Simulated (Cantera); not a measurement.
An isothermal, constant-pressure homogeneous reactor starts with CH4 : O2 : N2 = 0.0098 : 0.0092 : 1 (molar parts), equivalence ratio 2.1, at 1450 K and 3750 Torr. Integrator tolerance rtol = 1e-08.

Computed with Cantera and GRI-Mech 3.0 (53 species, 325 reactions).

What does this change do: O2 0.0092 to 0.0039 parts?


```
quantity                                            before                                      after
---------------  -----------------------------------------  -----------------------------------------
x(CH4) at 100 s  0.000323 (gas-phase equilibrium 4.54e-10)   0.000652 (gas-phase equilibrium 7.06e-5)
x(O2) at 100 s       <1e-12 (gas-phase equilibrium <1e-12)      <1e-12 (gas-phase equilibrium <1e-12)
x(CO2) at 100 s    0.00192 (gas-phase equilibrium 0.00174)   0.000322 (gas-phase equilibrium 2.24e-8)
x(HCO) at 100 s  2.96e-11 (gas-phase equilibrium 3.66e-11)  2.39e-11 (gas-phase equilibrium 4.30e-11)
x(CH2) at 100 s    1.30e-11 (gas-phase equilibrium <1e-12)  2.18e-11 (gas-phase equilibrium 1.11e-12)
x(NO) at 100 s   2.37e-10 (gas-phase equilibrium 5.25e-10)    2.35e-11 (gas-phase equilibrium <1e-12)
x(CO) at 100 s     0.00671 (gas-phase equilibrium 0.00778)    0.00480 (gas-phase equilibrium 0.00759)
```

What does this change do: temperature 1450 to 1075 K?


| quantity | before | after |
|---|---|---|
| x(CH4) at 100 s | 0.000323 (gas-phase equilibrium 4.54e-10) | 0.00242 (gas-phase equilibrium 4.20e-7) |
| x(O2) at 100 s | <1e-12 (gas-phase equilibrium <1e-12) | 5.05e-7 (gas-phase equilibrium <1e-12) |
| x(CO2) at 100 s | 0.00192 (gas-phase equilibrium 0.00174) | 0.00144 (gas-phase equilibrium 0.00288) |
| x(HCO) at 100 s | 2.96e-11 (gas-phase equilibrium 3.66e-11) | <1e-12 (gas-phase equilibrium <1e-12) |
| x(CH2) at 100 s | 1.30e-11 (gas-phase equilibrium <1e-12) | <1e-12 (gas-phase equilibrium <1e-12) |
| x(NO) at 100 s | 2.37e-10 (gas-phase equilibrium 5.25e-10) | 2.02e-11 (gas-phase equilibrium <1e-12) |
| x(CO) at 100 s | 0.00671 (gas-phase equilibrium 0.00778) | 0.00530 (gas-phase equilibrium 0.00664) |
